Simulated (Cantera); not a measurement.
A Cantera script and what it prints.

```python
import numpy as np
import cantera as ct

gas_names = """
    H HNO HNO2 HNO3 HO2 H2 H2O H2O2 N NH NH2 NH3 NH2OH NO NO2 NO3 N2 N2H2 N2H4 N2O O OH O2 O3 Pb PbO Pb2
""".split()
cond_names = """
    H2O(s) H2O(L) Pb(cr) Pb(L) PbO(rd) PbO(yw) PbO(L) PbO2(s) Pb3O4(s)
""".split()


# ... load() reads the species with a 1 bar reference pressure and builds the phases ...
atoms = {
    'Pb': {'Pb': 1},
    'H2O': {'H': 2, 'O': 1},
    'N2': {'N': 2},
}
top_T = {'Pb3O4(s)': 820}  # K; cautious upper limits of use, not melting points


# ... equilibrate(T, P, feed) seeds the gas with the atoms and calls Mixture.equilibrate('TP', solver="vcs", rtol=1e-11, max_steps=5000) ...
results = []
feed = {'Pb': 1, 'H2O': 9.9, 'N2': 2.6}  # mol
T = 1523  # K
P = 39000  # Pa
mix = equilibrate(T, P, feed)
results.append((T, P, feed, dict(zip(mix.species_names, mix.species_moles))))
x = sorted(zip(gas.X, gas.species_names), reverse=True)
print(f"T = {T:g} K  P = {P:g} Pa  gas = {mix.phase_moles(0):.4g} mol")
print("   x: " + "  ".join(f"{s} {v:.3e}" for v, s in x if v > 1e-05))
print("   condensed (mol): " + ("  ".join(f"{mix.phase(i).name} {mix.phase_moles(i):.4g}"
      for i in range(1, mix.n_phases) if mix.phase_moles(i) > 1e-12) or "none"))
```

Result:

```
T = 1523 K  P = 39000 Pa  gas = 13.5 mol
   x: H2O 7.286e-01  N2 1.926e-01  Pb 6.928e-02  H2 4.738e-03  PbO 4.732e-03  Pb2 2.966e-05  OH 1.207e-05
   condensed (mol): none
```

Cantera equilibrium calculation (NASA polynomials, part measured and part estimated; ideal gas, pure solids and liquids). Gases not in the tables: (PbO)n polymers.
